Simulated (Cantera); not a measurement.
Gas mixture: C₂H₆ : C₂H₄ : CH₄ = 0.72 : 0.84 : 0.17 (molar parts), at 0.0132 atm, frozen composition.

Cantera's kinetic-theory transport with the Lennard-Jones parameters of GRI-Mech 3.0, ideal gas; thermal conductivity in the multicomponent form. The composition is frozen, though it would react at the higher temperatures.

D: mixture-averaged diffusion coefficient of that species in the mixture.

```tsv
T (K)	ρ (kg/m³)	cp (J/kg/K)	μ (µPa s)	λ (mW/m/K)	Pr	D (cm²/s) H	D (cm²/s) N₂	D (cm²/s) C₂H₂
400	0.0111	2044	13.0	35.7	0.745	115	20.5	16.3
550	0.00808	2603	17.1	59.7	0.748	204	36.0	29.3
700	0.00635	…	…	…	0.749	…	…	…
850	0.00523	3428	24.2	111	0.748	436	76.2	63.4
1000	0.00444	3752	27.2	137	0.748	576	100	83.9
1150	0.00386	4005	…	…	0.747	…	…	…
1300	0.00342	4215	32.8	185	0.746	898	156	131
```

What belongs in the gaps?


- 700, cp (J/kg/K): 3071
- 700, μ (µPa s): 20.8
- 700, λ (mW/m/K): 85.4
- 700, D (cm²/s) H: 312
- 700, D (cm²/s) N₂: 54.7
- 700, D (cm²/s) C₂H₂: 45.1
- 1150, μ (µPa s): 30.1
- 1150, λ (mW/m/K): 161
- 1150, D (cm²/s) H: 730
- 1150, D (cm²/s) N₂: 127
- 1150, D (cm²/s) C₂H₂: 107
